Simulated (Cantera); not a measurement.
A Cantera script and its output.

```python
import numpy as np
import cantera as ct

gas = ct.Solution("gri30.yaml")
gas.TPX = 1300, 13332, {'N2O': 1, 'N2': 6.9}
reactor = ct.IdealGasConstPressureReactor(gas, energy="off", clone=False)
net = ct.ReactorNet([reactor])
net.rtol, net.atol = 1e-08, 1e-18
show = ['N2O', 'O', 'N2', 'NO', 'NO2', 'O2']
times = np.geomspace(0.0001, 1, 13)

steps = ct.SolutionArray(gas, extra=["t"])
rows = []
print(f"{'t/s':>10s}{'T/K':>9s}{'P/Pa':>11s}" + "".join(f"{s:>11s}" for s in show))
for t in times:
    while net.time < t:
        t_next = net.step()
        steps.append(gas.state, t=t_next)
    rows.append([np.interp(t, steps.t, y) for y in (steps.T, steps.P, *steps(*show).X.T)])
    print(f"{t:10.3e}{rows[-1][0]:9.1f}{rows[-1][1]:11.4g}" + "".join(f"{x:11.3e}" for x in rows[-1][2:]))
rate = np.gradient(steps.T, steps.t)
print("integrator steps:", len(steps.t))
if steps.T.max() > steps.T[0] + 200:
    print(f"time of steepest temperature rise: {steps.t[rate.argmax()]:.4e} s")
gas.TPX = 1300, 13332, {'N2O': 1, 'N2': 6.9}
gas.equilibrate("TP")
print(f"equilibrium (TP): T = {gas.T:.1f} K  " + "  ".join(f"{s} {gas[s].X[0]:.3e}" for s in show))
```

Output:

```
       t/s      T/K       P/Pa        N2O          O         N2         NO        NO2         O2
 1.000e-04   1300.0  1.333e+04  1.266e-01  2.455e-06  8.734e-01  1.522e-07  6.604e-14  4.362e-07
 2.154e-04   1300.0  1.333e+04  1.266e-01  4.320e-06  8.734e-01  6.159e-07  1.071e-12  1.765e-06
 4.642e-04   1300.0  1.333e+04  1.266e-01  6.352e-06  8.734e-01  2.205e-06  1.369e-11  6.318e-06
 1.000e-03   1300.0  1.333e+04  1.265e-01  7.437e-06  8.734e-01  6.606e-06  1.220e-10  1.893e-05
 2.154e-03   1300.0  1.333e+04  1.265e-01  7.588e-06  8.735e-01  1.673e-05  7.711e-10  4.795e-05
 4.642e-03   1300.0  1.333e+04  1.263e-01  7.589e-06  8.735e-01  3.862e-05  3.979e-09  1.107e-04
 1.000e-02   1300.0  1.333e+04  1.260e-01  7.588e-06  8.737e-01  8.567e-05  1.833e-08  2.455e-04
 2.154e-02   1300.0  1.333e+04  1.252e-01  7.586e-06  8.740e-01  1.865e-04  7.580e-08  5.348e-04
 4.642e-02   1300.0  1.333e+04  1.237e-01  7.581e-06  8.747e-01  4.016e-04  2.713e-07  1.152e-03
 1.000e-01   1300.0  1.333e+04  1.204e-01  7.570e-06  8.762e-01  8.549e-04  7.999e-07  2.453e-03
 2.154e-01   1300.0  1.333e+04  1.138e-01  7.542e-06  8.793e-01  1.787e-03  1.960e-06  5.133e-03
 4.642e-01   1300.0  1.333e+04  1.007e-01  7.480e-06  8.853e-01  3.604e-03  4.240e-06  1.038e-02
 1.000e+00   1300.0  1.333e+04  7.768e-02  7.324e-06  8.959e-01  6.772e-03  8.241e-06  1.960e-02
integrator steps: 590
equilibrium (TP): T = 1300.0 K  N2O 6.115e-09  O 1.189e-07  N2 9.404e-01  NO 2.312e-04  NO2 4.855e-07  O2 5.941e-02
```

Computed with Cantera and GRI-Mech 3.0 (53 species, 325 reactions). GRI-Mech 3.0 was tuned for natural gas; its chemistry of N2O as a main component is partial and can be far from experiment. The mechanism lacks the step 2 NO + O2 → 2 NO2, which can matter for NO2 below about 1400 K. The temperature is held fixed by assumption; the heat of reaction is taken as removed at once.
